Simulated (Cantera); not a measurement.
# Moist CO burnout

A perfectly stirred reactor is fed with CO : O₂ : H₂O : N₂ = 0.0051 : 0.023 : 0.00076 : 1 (molar parts), at 8.70 bar; it is held at 1375 K, and followed from long to short residence time.

Model: GRI-Mech 3.0 (53 species, 325 reactions), integrated in Cantera.

```json
[
 {"τ (s)": "0.44", "x CO": "0.000112", "x O₂": "0.0200", "x H₂O": "0.000738", "x CO₂": "0.00486", "x NO": "2.23e-6", "x NO₂": "2.37e-7"},
 {"τ (s)": "0.22", "x CO": "0.000192", "x O₂": "0.0200", "x H₂O": "0.000738", "x CO₂": "0.00478", "x NO": "2.29e-6", "x NO₂": "2.59e-7"},
 {"τ (s)": "0.10", "x CO": "0.000352", "x O₂": "0.0201", "x H₂O": "0.000737", "x CO₂": "0.00462", "x NO": "2.20e-6", "x NO₂": "2.51e-7"},
 {"τ (s)": "0.051", "x CO": "0.000577", "x O₂": "0.0202", "x H₂O": "0.000736", "x CO₂": "0.00439", "x NO": "1.93e-6", "x NO₂": "2.13e-7"},
 {"τ (s)": "0.025", "x CO": "0.000941", "x O₂": "0.0204", "x H₂O": "0.000735", "x CO₂": "0.00403", "x NO": "1.49e-6", "x NO₂": "1.54e-7"},
 {"τ (s)": "0.012", "x CO": "0.00149", "x O₂": "0.0206", "x H₂O": "0.000734", "x CO₂": "0.00348", "x NO": "9.82e-7", "x NO₂": "9.34e-8"},
 {"τ (s)": "0.0058", "x CO": "0.00219", "x O₂": "0.0210", "x H₂O": "0.000732", "x CO₂": "0.00277", "x NO": "5.48e-7", "x NO₂": "4.78e-8"},
 {"τ (s)": "0.0028", "x CO": "0.00299", "x O₂": "0.0214", "x H₂O": "0.000731", "x CO₂": "0.00197", "x NO": "2.49e-7", "x NO₂": "2.02e-8"},
 {"τ (s)": "0.0014", "x CO": "0.00371", "x O₂": "0.0217", "x H₂O": "0.000730", "x CO₂": "0.00125", "x NO": "9.44e-8", "x NO₂": "7.26e-9"},
 {"τ (s)": "0.00067", "x CO": "0.00431", "x O₂": "0.0220", "x H₂O": "0.000730", "x CO₂": "0.000650", "x NO": "2.52e-8", "x NO₂": "1.88e-9"}
]
```
x: mole fraction; the columns are a selection and need not sum to one.
